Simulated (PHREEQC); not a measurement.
A solution holds 0.0049 mol/kgw MgCl2, 0.019 mol/kgw NaHCO3 and 0.024 mol/kgw MgSO4, at 25 °C. Closed to the air; pH follows from the charge balance.

All values are PHREEQC results (ion-association model, phreeqc.dat), not measurements.

```
quantity                   before    after
------------------------  -------  -------
pH                           7.84     6.79
ionic strength (mol/kgw)   0.0872   0.0682
Mg+2 (mol/kgw)             0.0177   0.0183
SO4-2 (mol/kgw)            0.0141   0.0134
MgSO4 (mol/kgw)           0.00941   0.0106
MgOH+ (mol/kgw)           2.31e-6  2.24e-7
```

Q: Which change was made?
A. MgCl2 from 0.0049 to 0.00098 mol/kgw
B. MgSO4 from 0.024 to 0.036 mol/kgw
C. NaHCO3 left out

A: C, NaHCO3 left out

This is a speciation only: nothing precipitates in the calculation.
